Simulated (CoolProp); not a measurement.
CH2F2 (R32) along the isobar 5.36 bar: Z from the reference equation and from simpler models built on Tc = 351.3 K, pc = 57.83 bar, ω = 0.277; each cubic takes its own stable root.

Values from CoolProp's reference Helmholtz-energy equation of state, Tillner-Roth 1997.

```json
[
 {"T (K)": "227.5", "phase": "liquid", "reference": "0.01232", "van der Waals": "0.9184", "Redlich-Kwong": "0.01641", "Soave-Redlich-Kwong": "0.01580"},
 {"T (K)": "241.7", "phase": "liquid", "reference": "0.01200", "van der Waals": "0.9296", "Redlich-Kwong": "0.01607", "Soave-Redlich-Kwong": "0.01540"},
 {"T (K)": "255.9", "phase": "liquid", "reference": "0.01178", "van der Waals": "0.9388", "Redlich-Kwong": "0.9180", "Soave-Redlich-Kwong": "0.01515"},
 {"T (K)": "270", "phase": "gas", "reference": "0.8972", "van der Waals": "0.9462", "Redlich-Kwong": "0.9300", "Soave-Redlich-Kwong": "0.9227"},
 {"T (K)": "284.2", "phase": "gas", "reference": "0.9173", "van der Waals": "0.9526", "Redlich-Kwong": "0.9398", "Soave-Redlich-Kwong": "0.9345"},
 {"T (K)": "298.4", "phase": "gas", "reference": "0.9320", "van der Waals": "0.9579", "Redlich-Kwong": "0.9478", "Soave-Redlich-Kwong": "0.9441"},
 {"T (K)": "312.6", "phase": "gas", "reference": "0.9432", "van der Waals": "0.9624", "Redlich-Kwong": "0.9545", "Soave-Redlich-Kwong": "0.9521"},
 {"T (K)": "326.8", "phase": "gas", "reference": "0.9520", "van der Waals": "0.9663", "Redlich-Kwong": "0.9601", "Soave-Redlich-Kwong": "0.9587"},
 {"T (K)": "340.9", "phase": "gas", "reference": "0.9590", "van der Waals": "0.9697", "Redlich-Kwong": "0.9648", "Soave-Redlich-Kwong": "0.9642"},
 {"T (K)": "355.1", "phase": "gas", "reference": "0.9648", "van der Waals": "0.9726", "Redlich-Kwong": "0.9688", "Soave-Redlich-Kwong": "0.9690"},
 {"T (K)": "369.3", "phase": "gas", "reference": "0.9695", "van der Waals": "0.9752", "Redlich-Kwong": "0.9722", "Soave-Redlich-Kwong": "0.9730"},
 {"T (K)": "383.5", "phase": "gas", "reference": "0.9735", "van der Waals": "0.9774", "Redlich-Kwong": "0.9752", "Soave-Redlich-Kwong": "0.9765"},
 {"T (K)": "397.7", "phase": "gas", "reference": "0.9768", "van der Waals": "0.9794", "Redlich-Kwong": "0.9778", "Soave-Redlich-Kwong": "0.9795"},
 {"T (K)": "411.8", "phase": "gas", "reference": "0.9796", "van der Waals": "0.9812", "Redlich-Kwong": "0.9801", "Soave-Redlich-Kwong": "0.9821"},
 {"T (K)": "426", "phase": "gas", "reference": "0.9821", "van der Waals": "0.9828", "Redlich-Kwong": "0.9820", "Soave-Redlich-Kwong": "0.9843"}
]
```

At some of these states van der Waals, Redlich-Kwong gives the other phase, because its saturation line lies elsewhere.
